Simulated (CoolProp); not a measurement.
Properties of n-nonane at several states.

Values from CoolProp's reference Helmholtz-energy equation of state, Lemmon 2006. It is a short technical equation, of lower accuracy than the large ones.

```json
[
 {"T (K)": "264.1", "p (kPa)": "2860", "phase": "liquid", "cp (kJ/(kg K))": "2.091", "cv (kJ/(kg K))": "1.665", "viscosity (µPa s)": "1140", "conductivity (mW/(m K))": "138"},
 {"T (K)": "338.9", "p (kPa)": "676", "phase": "liquid", "cp (kJ/(kg K))": "2.365", "cv (kJ/(kg K))": "1.936", "viscosity (µPa s)": "421", "conductivity (mW/(m K))": "116"},
 {"T (K)": "420.9", "p (kPa)": "291", "phase": "liquid", "cp (kJ/(kg K))": "2.718", "cv (kJ/(kg K))": "2.259", "viscosity (µPa s)": "214", "conductivity (mW/(m K))": "98.4"},
 {"T (K)": "445.2", "p (kPa)": "122", "phase": "gas", "cp (kJ/(kg K))": "2.334", "cv (kJ/(kg K))": "2.244", "viscosity (µPa s)": "7.95", "conductivity (mW/(m K))": "23.4"},
 {"T (K)": "383.7", "p (kPa)": "52.5", "phase": "liquid", "cp (kJ/(kg K))": "2.554", "cv (kJ/(kg K))": "2.113", "viscosity (µPa s)": "284", "conductivity (mW/(m K))": "106"},
 {"T (K)": "570.8", "p (kPa)": "5420", "phase": "liquid", "cp (kJ/(kg K))": "3.366", "cv (kJ/(kg K))": "2.803", "viscosity (µPa s)": "79.5", "conductivity (mW/(m K))": "80.0"}
]
```

Viscosity comes from a separate model (Huber 2004). Thermal conductivity comes from a separate model (Huber 2005).
